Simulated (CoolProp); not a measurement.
A simple Rankine cycle with ammonia: condensing at 315.15 K, boiler at 6.47 MPa, turbine inlet 414.9 K, turbine efficiency 0.65, pump efficiency 0.6, no recuperator. Each further row changes one setting.

Computed with CoolProp (reference Helmholtz-energy equation of state, Gao 2020).

```json
[
 {"case": "as stated", "thermal efficiency (%)": "8.9", "net work (kJ/kg)": "109", "heat in (kJ/kg)": "1220", "turbine exit temperature (K)": "321.9", "volume ratio over the turbine": "3.37"},
 {"case": "turbine inlet 434.9 K", "thermal efficiency (%)": "9.4", "net work (kJ/kg)": "121", "heat in (kJ/kg)": "1300", "turbine exit temperature (K)": "341.4", "volume ratio over the turbine": "…"},
 {"case": "condensing temperature 307.15 K", "thermal efficiency (%)": "10.0", "net work (kJ/kg)": "…", "heat in (kJ/kg)": "…", "turbine exit temperature (K)": "309.5", "volume ratio over the turbine": "4.11"},
 {"case": "boiler pressure 4.53 MPa", "thermal efficiency (%)": "7.3", "net work (kJ/kg)": "94.3", "heat in (kJ/kg)": "1290", "turbine exit temperature (K)": "347.9", "volume ratio over the turbine": "2.44"},
 {"case": "turbine efficiency 0.55", "thermal efficiency (%)": "7.4", "net work (kJ/kg)": "90.3", "heat in (kJ/kg)": "1220", "turbine exit temperature (K)": "327.7", "volume ratio over the turbine": "3.48"}
]
```

**Question.** Fill in the missing entries.

**Answer.** 
- turbine inlet 434.9 K, volume ratio over the turbine: 3.36
- condensing temperature 307.15 K, net work (kJ/kg): 127
- condensing temperature 307.15 K, heat in (kJ/kg): 1260
